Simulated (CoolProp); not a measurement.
CHF3 (R23) at several states: Z from the reference equation and from simpler models built on Tc = 299.3 K, pc = 4832 kPa, ω = 0.263; each cubic takes its own stable root.

Computed with CoolProp (reference Helmholtz-energy equation of state, Penoncello 2003).

| T (K) | p (kPa) | phase | reference | Pitzer virial | van der Waals | Redlich-Kwong | Soave-Redlich-Kwong | Peng-Robinson |
|---|---|---|---|---|---|---|---|---|
| 335.5 | 949 | gas | 0.9511 | 0.9544 | 0.9544 | 0.9509 | 0.9542 | ___ |
| 432.1 | 1070 | gas | 0.9795 | 0.9809 | 0.9741 | 0.9756 | 0.9829 | 0.9776 |
| 250.1 | 1070 | gas | 0.8234 | ___ | ___ | 0.8594 | 0.8477 | ___ |

Q: What belongs in the gaps?

A: 
- 335.5, Peng-Robinson: 0.9477
- 250.1, Pitzer virial: 0.8571
- 250.1, van der Waals: 0.8881
- 250.1, Peng-Robinson: 0.8379
